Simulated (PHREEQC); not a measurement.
Consider water at 25 °C with 5.2 mol LiBr, 0.1 mol Na2SO4 and 0.49 mol LiCl per kg of water. Closed to the air; pH follows from the charge balance.

Equilibrium calculation in PHREEQC: Pitzer model, pitzer.dat.

Question: The ionic strength comes out as 5.99 mol/kgw. What activity coefficients do SO4-2, Li+, Na+, Br-, Cl- get?

Answer: SO4-2 0.0032, Li+ 15, Na+ 5.4, Br- 0.83, Cl- 0.61. Single-ion values are on the MacInnes scale.

This is a speciation only: nothing precipitates in the calculation.
